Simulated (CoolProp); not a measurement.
A simple Rankine cycle with R227EA: condensing at 302.15 K, boiler at 2.17 MPa, turbine inlet 362.4 K, turbine efficiency 0.75, pump efficiency 0.7, no recuperator. Each further row changes one setting.

Model: reference Helmholtz-energy equation of state, Lemmon 2016, in CoolProp.

```tsv
case	thermal efficiency (%)	net work (kJ/kg)	heat in (kJ/kg)	turbine exit temperature (K)	volume ratio over the turbine
as stated	8.5	…	138	…	5.73
turbine inlet 382.4 K	8.5	14.0	164	347.2	…
condensing temperature 294.15 K	9.6	14.1	147	316.1	7.39
boiler pressure 1.52 MPa	6.9	10.5	152	337.2	…
turbine efficiency 0.65	7.2	9.92	138	322.7	…
```

Q: Complete the blanks.

A: 
- as stated, net work (kJ/kg): 11.7
- as stated, turbine exit temperature (K): 320.7
- turbine inlet 382.4 K, volume ratio over the turbine: 4.98
- boiler pressure 1.52 MPa, volume ratio over the turbine: 3.30
- turbine efficiency 0.65, volume ratio over the turbine: 5.78
